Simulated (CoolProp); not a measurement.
Cyclopentane along the isotherm 550 K: Z from the reference equation and from simpler models built on Tc = 511.7 K, pc = 45.83 bar, ω = 0.202; each cubic takes its own stable root.

Model: reference Helmholtz-energy equation of state, Gedanitz 2015, in CoolProp.

| p (bar) | phase | reference |
|---|---|---|
| 7.64 | gas | 0.9524 |
| 15.3 | gas | 0.9021 |
| 22.9 | gas | 0.8490 |
| 30.6 | gas | 0.7911 |
| 38.2 | gas | 0.7286 |
| 45.8 | gas | 0.6587 |
| 53.5 | supercritical | 0.5782 |
| 61.1 | supercritical | 0.4906 |
| 68.7 | supercritical | 0.4121 |
| 76.4 | supercritical | 0.3681 |
| 84 | supercritical | 0.3577 |
| 91.7 | supercritical | 0.3627 |
| 99.3 | supercritical | 0.3741 |
| 107 | supercritical | 0.3888 |
| 115 | supercritical | 0.4058 |

Task: How far does each simpler model (van der Waals, Soave-Redlich-Kwong) lie from the reference over these 15 states: mean and median of the absolute difference, and the worst?

Result: 
- van der Waals: mean 10.6 %, median 3.7 %, worst +27.9 % at 550 K and 115 bar
- Soave-Redlich-Kwong: mean 7.8 %, median 5.6 %, worst +16.4 % at 550 K and 84 bar
